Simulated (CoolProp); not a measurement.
Saturated liquid density (kg/m³) of normal hydrogen: the reference equation beside estimates from Tc = -240.0 °C, pc = 1.296 MPa, ω = -0.219. Rackett uses Z = 0.29056 − 0.08775 ω.

Values from CoolProp's reference Helmholtz-energy equation of state, Leachman 2009.

```tsv
T (°C)	reference	Rackett	van der Waals	Redlich-Kwong	Soave-Redlich-Kwong	Peng-Robinson
-248.05	64.55	66.91	51.26	73.36	67.66	76.22
-247.45	63.58	65.78	50.28	71.59	66.05	74.39
-246.75	62.39	64.39	49.08	69.43	64.09	72.15
-246.15	61.31	63.15	47.99	67.48	62.33	70.14
-245.55	60.15	61.84	___	65.42	60.49	68.02
-244.95	58.92	60.45	45.64	63.24	58.55	65.79
-244.35	57.59	58.98	44.35	60.92	56.50	63.43
-243.75	56.14	57.39	___	58.44	54.33	60.91
-243.15	54.54	55.66	41.47	55.76	51.99	58.19
-242.45	52.41	53.40	39.52	52.30	48.99	54.70
-241.85	50.26	51.15	37.62	48.96	46.09	51.33
-241.25	47.60	48.43	35.38	45.06	42.74	___
-240.65	43.92	44.77	32.50	40.16	38.54	42.51
```

Task: Complete the blanks.

Result: 
- -245.55, van der Waals: 46.85
- -243.75, van der Waals: 42.97
- -241.25, Peng-Robinson: 47.42

Absolute difference from the reference over all 13 rows, mean and median: Rackett 2.5 and 2.4 %, van der Waals 23.2 and 23.0 %, Redlich-Kwong 7.1 and 7.3 %, Soave-Redlich-Kwong 4.7 and 3.9 %, Peng-Robinson 9.6 and 10.1 %.
